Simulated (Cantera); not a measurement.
Feed: 1 mol Cu, 0.022 mol H2O, 0.54 mol CO, at 1923 K and 24.0 Pa.

Equilibrium computed with Cantera from the NASA thermochemical tables; the gas is ideal and each condensed phase is pure. Candidate condensed phases: C, C6H6, C7H8, C8H18, Cu, CuO, Cu(OH)2, Cu2O, H2O; 113 gas species. Rates play no part.

Base state: Cu 0.638, CO 0.332, CO2 0.0124, H2 0.00951, H 0.00593, H2O 0.00152, Cu2 0.000150, OH 8.18e-5 (mole fractions); condensed: gas only.

Question: What changes in the equilibrium state with this change: CO from 0.54 to 29 mol?

Answer: 
```json
[
 {"species": "CO", "before": "0.332", "after": "0.965"},
 {"species": "Cu", "before": "0.638", "after": "0.0333"},
 {"species": "H", "before": "0.00593", "after": "0.000962"},
 {"species": "CO2", "before": "0.0124", "after": "0.000731"},
 {"species": "H2O", "before": "0.00152", "after": "8.15e-7"},
 {"species": "Cu2", "before": "0.000150", "after": "4.09e-7"},
 {"species": "OH", "before": "8.18e-5", "after": "2.70e-7"}
]
```

Question: What changes in the equilibrium state with this change: Cu replaced by Ti?

Answer: 
```json
[
 {"species": "CO", "before": "0.332", "after": "0.687"},
 {"species": "H2", "before": "0.00951", "after": "0.280"},
 {"species": "H", "before": "0.00593", "after": "0.0322"},
 {"species": "Cu", "before": "0.638", "after": "0"},
 {"species": "CO2", "before": "0.0124", "after": "3.30e-6"},
 {"species": "TiO", "before": "0", "after": "0.000777"},
 {"species": "Ti", "before": "0", "after": "0.000523"},
 {"species": "Cu2", "before": "0.000150", "after": "0"},
 {"species": "O", "before": "3.81e-5", "after": "4.90e-9"},
 {"species": "OH", "before": "8.18e-5", "after": "5.71e-8"},
 {"species": "H2O", "before": "0.00152", "after": "5.77e-6"},
 {"species": "TiC(s), mol", "before": "0", "after": "0.489"},
 {"species": "TiO(s), mol", "before": "0", "after": "0.511"}
]
```
Mutual solubility and eutectic melting of coexisting phases are not modelled. TiC, TiO: taken at fixed stoichiometry. Condensed phases not in the tables: solid solutions among these carbides, nitrides and lower oxides. Further candidate phases: Ti, TiC, TiO, TiO2, Ti2O3, Ti3O5, Ti4O7.
